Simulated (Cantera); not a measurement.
Input: 1 mol FeS, a varied amount of H2, held at 1600 K and 0.140 bar.

Method: chemical equilibrium by Gibbs-energy minimisation in Cantera with the NASA 1993 tables (ideal gas, pure condensed phases). Candidate condensed phases: Fe, FeS, FeS2, S; 8 gas species. Metal and sulfide melt together well below either melting point, which pure phases cannot show. Mutual solubility and eutectic melting of coexisting phases are not modelled. FeS: taken at fixed stoichiometry. Equilibrium is a limit: real reactors are often held back by kinetics, nucleation or transport.

x: gas mole fraction; n: condensed amount in mol.

| n(H2) (mol) | x H2 | x H2S | x SH | x S2 | n Fe(γ) | n FeS(l) |
|---|---|---|---|---|---|---|
| 1.7 | 0.982 | 0.0171 | 0.000470 | 0.000408 | ? | 0.969 |
| 4 | 0.982 | 0.0171 | 0.000470 | 0.000408 | ? | 0.926 |
| 9.1 | 0.982 | 0.0171 | 0.000470 | 0.000408 | ? | 0.832 |
| 21 | 0.982 | 0.0171 | 0.000470 | 0.000408 | ? | 0.613 |
| 48 | 0.982 | 0.0171 | 0.000470 | 0.000408 | ? | 0.115 |
| 110 | 0.991 | 0.00864 | 0.000236 | 0.000102 | 0.999 | 0 |
| 250 | 0.996 | 0.00385 | 0.000105 | 2.01e-5 | 0.998 | 0 |
| 580 | 0.998 | 0.00167 | 4.55e-5 | 3.76e-6 | 0.995 | 0 |

Question: Fill in the missing entries.

Answer: 
- 1.7, n Fe(γ): 0.0313
- 4, n Fe(γ): 0.0737
- 9.1, n Fe(γ): 0.168
- 21, n Fe(γ): 0.387
- 48, n Fe(γ): 0.884
